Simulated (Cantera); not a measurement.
# Chemical vapour transport: Fe2O3 + Cl2 + H2

A closed system holds: 1 mol Fe2O3, 0.58 mol Cl2, 0.072 mol H2, held at 70.0 mbar.

Equilibrium computed with Cantera from the NASA thermochemical tables; the gas is ideal and each condensed phase is pure. Candidate condensed phases: Fe, FeCl2, FeCl3, FeO, Fe(OH)2, Fe(OH)3, Fe2O3, Fe3O4, H2O; 22 gas species. Kinetics and transport are ignored.

```
T (K)  log p Cl2  log p O2  log p FeCl2  log p HCl  log p FeCl3  log p Cl  n Fe2O3(s)
-----  ---------  --------  -----------  ---------  -----------  --------  ----------
900        -1.28     -3.06        -5.38      -1.82        -2.92     -4.77       0.994
950        -1.29     -2.81        -4.79      -1.82        -2.68     -4.40       0.990
1000       -1.31     -2.59        -4.27      -1.82        -2.47     -4.07       0.984
1050       -1.34     -2.41        -3.80      -1.82        -2.30     -3.77       0.975
1100       -1.38     -2.25        -3.38      -1.83        -2.15     -3.51       0.964
1150       -1.43     -2.12        -3.01      -1.84        -2.03     -3.28       0.950
1200       -1.50     -2.00        -2.69      -1.85        -1.95     -3.08       0.934
1250       -1.58     -1.91        -2.41      -1.86        -1.90     -2.90       0.915
1300       -1.69     -1.83        -2.17      -1.88        -1.89     -2.75       0.895
1350       -1.82     -1.77        -1.97      -1.90        -1.92     -2.63       0.872
1400       -1.97     -1.72        -1.82      -1.92        -2.00     -2.53       0.849
```
log p: log10 of the partial pressure in bar; n: condensed amount in mol.

From 900 K to 1400 K the condensed part is Fe2O3(s). The main Fe-bearing gas is FeCl3 at 900 K and FeCl2 at 1400 K. The share of Fe in condensed phases is highest at 900 K (99.4 %) and lowest at 1400 K (84.9 %).
